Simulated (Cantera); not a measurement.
Input: 1 mol PbO, 2.7 mol CH4, 3.4 mol H2, held at 1127 °C and 143 Torr.

These are equilibrium values from Cantera (NASA tables, ideal gas, pure condensed phases), not measurements of a reactor. Candidate condensed phases: C, C6H6, C7H8, C8H18, H2O, Pb, PbO, PbO2, Pb3O4; 113 gas species. The numbers say what is thermodynamically allowed, not how fast it happens.

Base state: H2 0.856, CO 0.0974, Pb 0.0459, CH4 0.000602, H2O 5.90e-5, H 1.03e-5 (mole fractions); condensed: C(graphite) + Pb(l).

Question: What changes in the equilibrium state with this change: PbO replaced by Ta2O5?

Answer: 
```json
[
 {"species": "H2", "before": "0.856", "after": "0.819"},
 {"species": "CO", "before": "0.0974", "after": "0.179"},
 {"species": "H2O", "before": "5.90e-5", "after": "0.00142"},
 {"species": "Pb", "before": "0.0459", "after": "0"},
 {"species": "CO2", "before": "3.09e-6", "after": "0.000143"},
 {"species": "CH4", "before": "0.000602", "after": "4.03e-5"},
 {"species": "H", "before": "1.03e-5", "after": "1.01e-5"},
 {"species": "C(graphite), mol", "before": "1.69", "after": "0"},
 {"species": "Pb(l), mol", "before": "0.529", "after": "0"},
 {"species": "TaC(s), mol", "before": "0", "after": "0.776"},
 {"species": "Ta2O5(s), mol", "before": "0", "after": "0.612"}
]
```
Mutual solubility and eutectic melting of coexisting phases are not modelled. TaC: taken at fixed stoichiometry. Condensed phases not in the tables: Ta2C. Further candidate phases: Ta, TaC, Ta2O5.

Question: What changes in the equilibrium state with this change: PbO replaced by TiO2?

Answer: 
```
species             before     after
----------------  --------  --------
H2                   0.856     0.829
CO                  0.0974     0.171
CH4               0.000602  0.000390
Pb                  0.0459         0
CO2                3.09e-6   1.37e-5
H2O                5.90e-5  0.000145
H                  1.03e-5   1.02e-5
C(graphite), mol      1.69         0
Pb(l), mol           0.529         0
TiC(s), mol              0     0.887
Ti3O5(s), mol            0    0.0378
```
Mutual solubility and eutectic melting of coexisting phases are not modelled. TiC: taken at fixed stoichiometry. Further candidate phases: Ti, TiC, TiO, TiO2, Ti2O3, Ti3O5, Ti4O7.
